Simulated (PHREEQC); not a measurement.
# Copper plating or etch bath: an equilibrium model

Consider water at 25 °C with 6.7 mmol/kgw CuSO4, 1.2 mmol/kgw HCl and 130 mmol/kgw KCl. Closed to the air; pH follows from the charge balance.

Model: ion-association model, wateq4f.dat, run in PHREEQC.

- pH = 3.08
- ionic strength = 0.151 mol/kgw
- total alkalinity = -1.20 meq/kg

```json
[
 {"species": "Cl-", "molality": "0.131", "activity": "0.0957", "log γ": "-0.135"},
 {"species": "K+", "molality": "0.129", "activity": "0.0944", "log γ": "-0.135"},
 {"species": "Cu+2", "molality": "0.00543", "activity": "0.00193", "log γ": "-0.449"},
 {"species": "SO4-2", "molality": "0.00466", "activity": "0.00151", "log γ": "-0.490"},
 {"species": "KSO4-", "molality": "0.00131", "activity": "0.000998", "log γ": "-0.117"},
 {"species": "H+", "molality": "0.00104", "activity": "0.000838", "log γ": "-0.092"},
 {"species": "CuCl+", "molality": "0.000672", "activity": "0.000497", "log γ": "-0.131"},
 {"species": "CuSO4", "molality": "0.000573", "activity": "0.000593", "log γ": "0.015"},
 {"species": "HSO4-", "molality": "0.000164", "activity": "0.000123", "log γ": "-0.126"},
 {"species": "CuCl2", "molality": "2.46e-5", "activity": "2.55e-5", "log γ": "0.015"}
]
```

This is a speciation only: nothing precipitates in the calculation. Complexes and solids missing from the database can't appear.
